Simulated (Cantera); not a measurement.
Feed: 1 mol Si(CH3)4, 0.4 mol HCl, 5.8 mol H2, at 2302 °C and 0.0100 bar.

Equilibrium computed with Cantera from the NASA thermochemical tables; the gas is ideal and each condensed phase is pure. Candidate condensed phases: C, C6H6, C7H8, C8H18, Si, SiC; 109 gas species. The tables' values for SiCl are old estimates; treat these amounts as uncertain. Gases not in the tables: Si2H6 and higher silanes. Equilibrium is a limit: real reactors are often held back by kinetics, nucleation or transport.

Base state: H2 0.627, H 0.274, Si 0.0459, HCl 0.0196, SiC2 0.0147, C2H2 (acetylene) 0.00921, Cl 0.00602, Si2C 0.00156 (mole fractions); condensed: C(graphite).

### Question
What changes in the equilibrium state with this change: H2 from 5.8 to 960 mol?

### Answer
```csv
species,before,after
H2,0.627,0.706
H,0.274,0.291
C2H2 (acetylene),0.00921,0.00163
Si,0.0459,0.000824
HCl,0.0196,0.000274
SiC2,0.0147,4.15e-5
SiCl2,4.78e-5,<1e-9
Si2C,0.00156,2.00e-7
SiCl,0.000390,9.21e-8
Si2,7.67e-5,2.46e-8
SiC,3.04e-5,2.17e-7
"C(graphite), mol",3.22,0
```
